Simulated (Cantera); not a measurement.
Hydrogen reduction and annealing atmospheres: SiO₂ + H₂ + N₂

Feed: 1 mol SiO₂, 440 mol H₂, 10 mol N₂, at 10.0 mbar.

Cantera equilibrium calculation (NASA polynomials, part measured and part estimated; ideal gas, pure solids and liquids). Candidate condensed phases: H₂O, Si, SiO₂, Si₂N₂O, Si₃N₄; 35 gas species. N₂ is the only nitrogen source here; it is nearly inert below about 1500 K, so the nitride shown seldom forms there in practice. Mutual solubility and eutectic melting of coexisting phases are not modelled. The tables hold silica as quartz up to 1696 K and as liquid above; real silica turns to tridymite and cristobalite and melts near 1996 K. The numbers say what is thermodynamically allowed, not how fast it happens.

| T (K) | x H₂ | x N₂ | x SiO | x H₂O | x H | n SiO₂(β-quartz) | n Si₂N₂O(s) |
|---|---|---|---|---|---|---|---|
| 898 | 0.978 | 0.0222 | <1e-12 | 4.97e-6 | 1.08e-9 | 0.999 | 0.000745 |
| 948 | 0.978 | 0.0222 | <1e-12 | 6.71e-6 | 5.18e-9 | 0.998 | 0.00101 |
| 998 | 0.978 | 0.0222 | 4.95e-12 | 8.77e-6 | 2.13e-8 | 0.997 | 0.00132 |
| 1048 | 0.978 | 0.0222 | 9.27e-11 | 1.12e-5 | 7.64e-8 | 0.997 | 0.00167 |
| 1098 | 0.978 | 0.0222 | 1.32e-9 | 1.39e-5 | 2.45e-7 | 0.996 | 0.00208 |
| 1148 | 0.978 | 0.0222 | 1.50e-8 | 1.69e-5 | 7.08e-7 | 0.995 | 0.00253 |
| 1198 | 0.978 | 0.0222 | 1.37e-7 | 2.02e-5 | 1.88e-6 | 0.994 | 0.00301 |
| 1248 | 0.978 | 0.0222 | 1.05e-6 | 2.38e-5 | 4.62e-6 | 0.993 | 0.00341 |
| 1298 | 0.978 | 0.0222 | 6.88e-6 | 2.77e-5 | 1.06e-5 | 0.991 | 0.00312 |
| 1348 | 0.978 | 0.0222 | 3.52e-5 | 3.52e-5 | 2.29e-5 | 0.984 | 0 |
| 1398 | 0.978 | 0.0222 | 8.38e-5 | 8.38e-5 | 4.68e-5 | 0.962 | 0 |
| 1448 | 0.977 | 0.0222 | 0.000188 | 0.000188 | 9.11e-5 | 0.916 | 0 |
| 1498 | 0.977 | 0.0222 | 0.000398 | 0.000398 | 0.000170 | 0.821 | 0 |
| 1548 | 0.976 | 0.0222 | 0.000801 | 0.000801 | 0.000304 | 0.639 | 0 |
x: gas mole fraction; n: condensed amount in mol.

From 898 K to 1298 K the condensed part is SiO₂(β-quartz) + Si₂N₂O(s). From 1348 K to 1548 K the condensed part is SiO₂(β-quartz).
